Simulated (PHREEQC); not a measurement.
Dissolve 0.0011 mol/kgw CdSO4, 0.0019 mol/kgw Na2SO4 and 0.011 mol/kgw NiCl2 at 86 °C. Closed to the air; pH follows from the charge balance.

Computed with PHREEQC (ion-association model, wateq4f.dat).

This is a speciation only: nothing precipitates in the calculation.

Problem. Estimate the pH, ionic strength.

Solution. pH 5.39; ionic strength 0.0368 mol/kgw.

Problem. In which forms is Cd present?

Solution. CdCl+ 47 %, Cd+2 44 %, CdSO4 6.4 %, CdCl2 3.3 % of the Cd.

Constants without temperature data keep their 25 °C values here.
